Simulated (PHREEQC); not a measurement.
Solution A (25 mmol/kgw CuCl2, 8.8 mmol/kgw HCl and 0.28 mmol/kgw KCl) is mixed with solution B (0.017 mol Cu(NO3)2 and 0.015 mol KCl per kg of water) at 25 °C; shares are by mass of water, 1 kg in all. Oxygen alone is held at its pressure in air (log pO2 = -0.68). CO2 from the air is kept out. The run lets Cu(OH)2, Atacamite, Cu2(OH)3NO3 precipitate or redissolve, and no other solid.

The series has 21 steps of share of solution B, from 0 to 1.

Computed with PHREEQC (ion-association model, wateq4f.dat).

### Question
Which solids form, in which order, and at which step of the series does each first stand?

### Answer
Atacamite from share of solution B = 1 (pH 4.51).

### Question
Between which two steps does the pH jump most, and from what to what?

### Answer
Between share of solution B = 0.95 and 1: from 3.43 to 4.51.

Complexes and solids missing from the database can't appear.
